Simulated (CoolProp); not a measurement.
Properties of cyclohexane along the isobar 24.2 MPa.

Values from CoolProp's reference Helmholtz-energy equation of state, Zhou 2014.

```
T (K)          phase  density (kg/m³)  isothermal compressibility (1/MPa)
-----  -------------  ---------------  ----------------------------------
401.5         liquid            706.5                            0.001757
416.1         liquid            694.1                            0.001947
430.6         liquid                ?                            0.002159
445.2         liquid            669.2                                   ?
459.8         liquid            656.5                            0.002673
474.3         liquid            643.8                            0.002979
488.9         liquid            630.8                            0.003330
503.5         liquid                ?                                   ?
518           liquid            604.4                            0.004178
532.6         liquid            590.9                            0.004691
547.2         liquid            577.3                            0.005271
561.7  supercritical                ?                            0.005920
576.3  supercritical            549.6                            0.006654
590.9  supercritical            535.5                            0.007475
605.4  supercritical            521.3                            0.008382
620    supercritical            507.0                            0.009395
```

Fill in the missing entries.


- 430.6, density (kg/m³): 681.7
- 445.2, isothermal compressibility (1/MPa): 0.002400
- 503.5, density (kg/m³): 617.6
- 503.5, isothermal compressibility (1/MPa): 0.003729
- 561.7, density (kg/m³): 563.5
